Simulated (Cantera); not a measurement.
A Cantera script and what it prints.

```python
import numpy as np
import cantera as ct

gas_names = [...]  # 76 gases of nasa_gas.yaml made of C, H
cond_names = """
    C(gr) C6H6(L) C7H8(L) C8H18(L),n-octa
""".split()


# ... load() reads the species with a 1 bar reference pressure and builds the phases ...
atoms = {
    'C3H6': {'C': 3, 'H': 6},
    'H2': {'H': 2},
}
top_T = {'C(gr)': 4500}  # K; cautious upper limits of use, not melting points


# ... equilibrate(T, P, feed) seeds the gas with the atoms and calls Mixture.equilibrate('TP', solver="vcs", rtol=1e-11, max_steps=5000) ...
results = []
feed = {'C3H6': 1, 'H2': 9.8}  # mol
P = 1333.22  # Pa
for T in [500, 700, 900, 1100, 1300, 1500, 1700]:
    mix = equilibrate(T, P, feed)
    results.append((T, P, feed, dict(zip(mix.species_names, mix.species_moles))))
    x = sorted(zip(gas.X, gas.species_names), reverse=True)
    print(f"T = {T:g} K  P = {P:g} Pa  gas = {mix.phase_moles(0):.4g} mol")
    print("   x: " + "  ".join(f"{s} {v:.3e}" for v, s in x if v > 1e-05))
    print("   condensed (mol): " + ("  ".join(f"{mix.phase(i).name} {mix.phase_moles(i):.4g}"
          for i in range(1, mix.n_phases) if mix.phase_moles(i) > 1e-12) or "none"))
```

Output:

```
T = 500 K  P = 1333.22 Pa  gas = 9.8 mol
   x: H2 6.939e-01  CH4 3.061e-01
   condensed (mol): none
T = 700 K  P = 1333.22 Pa  gas = 11.71 mol
   x: H2 9.068e-01  CH4 9.324e-02
   condensed (mol): C(gr) 1.908
T = 900 K  P = 1333.22 Pa  gas = 12.75 mol
   x: H2 9.959e-01  CH4 4.126e-03
   condensed (mol): C(gr) 2.947
T = 1100 K  P = 1333.22 Pa  gas = 12.79 mol
   x: H2 9.995e-01  CH4 4.781e-04
   condensed (mol): C(gr) 2.994
T = 1300 K  P = 1333.22 Pa  gas = 12.8 mol
   x: H2 9.999e-01  CH4 1.048e-04
   condensed (mol): C(gr) 2.999
T = 1500 K  P = 1333.22 Pa  gas = 12.8 mol
   x: H2 9.998e-01  H 1.524e-04  CH4 3.425e-05
   condensed (mol): C(gr) 2.999
T = 1700 K  P = 1333.22 Pa  gas = 12.81 mol
   x: H2 9.986e-01  H 1.275e-03  C2H2,acetylene 7.330e-05  CH4 1.456e-05
   condensed (mol): C(gr) 2.998
```

Method: chemical equilibrium by Gibbs-energy minimisation in Cantera with the NASA 1993 tables (ideal gas, pure condensed phases).
